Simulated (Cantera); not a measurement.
A perfectly stirred reactor is fed with 41.0 % H2, 34.1 % O2, 24.9 % N2, at 0.987 atm; it is held at 1200 K, and followed from long to short residence time.

Cantera simulation using GRI-Mech 3.0 (53 species, 325 reactions); the numbers are that mechanism's predictions, not measurements. The temperature is held fixed by assumption; the heat of reaction is taken as removed at once.

Predict: x(H2) at τ = 1.30 s; x(O2) at τ = 1.30 s; x(O) at τ = 1.30 s; x(OH) at τ = 1.30 s; x(NO) at τ = 1.30 s; x(H2) at τ = 37.0 ms; x(O2) at τ = 37.0 ms; x(O) at τ = 37.0 ms; x(OH) at τ = 37.0 ms; x(NO) at τ = 37.0 ms.


| Item | Value |
|---|---|
| x(H2) at τ = 1.30 s | 0.00100 |
| x(O2) at τ = 1.30 s | 0.172 |
| x(O) at τ = 1.30 s | 1.65e-6 |
| x(OH) at τ = 1.30 s | 1.90e-5 |
| x(NO) at τ = 1.30 s | 1.68e-8 |
| x(H2) at τ = 37.0 ms | 0.00866 |
| x(O2) at τ = 37.0 ms | 0.175 |
| x(O) at τ = 37.0 ms | 2.82e-5 |
| x(OH) at τ = 37.0 ms | 7.23e-5 |
| x(NO) at τ = 37.0 ms | 1.87e-8 |
